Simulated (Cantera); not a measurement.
Mixture: 18.8 % CH4, 17.1 % O2, 64.2 % N2, equivalence ratio 2.2, at 1.01 bar, adiabatic and at constant pressure. Ignition delay is the time to a rise of 400 K.

Cantera simulation using GRI-Mech 3.0 (53 species, 325 reactions); the numbers are that mechanism's predictions, not measurements.

### Question
Predict: delay at 1248 K; delay at 1448 K; delay at 1648 K; delay at 1848 K; apparent activation energy between 1748 and 1948 K.

### Answer
```json
{
  "delay at 1248 K": "36.1 ms",
  "delay at 1448 K": "2.95 ms",
  "delay at 1648 K": "0.395 ms",
  "delay at 1848 K": "92.6 µs",
  "apparent activation energy between 1748 and 1948 K": "170 kJ/mol"
}
```
